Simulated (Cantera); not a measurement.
Input: 1 mol SiCl4, 3.6 mol H2, at 1052 °C and 1200000 Pa.

These are equilibrium values from Cantera (NASA tables, ideal gas, pure condensed phases), not measurements of a reactor. Candidate condensed phases: Si; 19 gas species. The tables' values for SiCl3 are old estimates; treat these amounts as uncertain. Rates play no part.

Base state: H2 0.702, SiCl4 0.140, HCl 0.0826, SiHCl3 0.0609, SiCl3 0.00841, SiH2Cl2 0.00380, SiCl2 0.00274, SiH3Cl 6.70e-5 (mole fractions); condensed: gas only.

**Question.** What changes in the equilibrium state with this change: temperature from 1052 °C to 800 °C?

**Answer.** 
```
species   before     after
-------  -------  --------
H2         0.702     0.741
SiCl4      0.140     0.177
HCl       0.0826    0.0414
SiHCl3    0.0609    0.0388
SiCl2    0.00274   2.66e-5
SiCl3    0.00841  0.000542
SiH3Cl   6.70e-5   6.68e-6
SiH2Cl2  0.00380  0.000993
```

**Question.** What changes in the equilibrium state with this change: 0.032 mol O2 added?

**Answer.** 
```json
[
 {"species": "H2", "before": "0.702", "after": "0.695"},
 {"species": "SiCl4", "before": "0.140", "after": "0.143"},
 {"species": "HCl", "before": "0.0826", "after": "0.0970"},
 {"species": "SiHCl3", "before": "0.0609", "after": "0.0525"},
 {"species": "SiH3Cl", "before": "6.70e-5", "after": "4.12e-5"},
 {"species": "SiH2Cl2", "before": "0.00380", "after": "0.00277"},
 {"species": "SiCl2", "before": "0.00274", "after": "0.00202"},
 {"species": "SiCl3", "before": "0.00841", "after": "0.00729"},
 {"species": "SiO2(β-quartz), mol", "before": "0", "after": "0.0320"}
]
```
The tables hold silica as quartz up to 1696 K and as liquid above; real silica turns to tridymite and cristobalite and melts near 1996 K. Further candidate phases: H2O, SiO2.
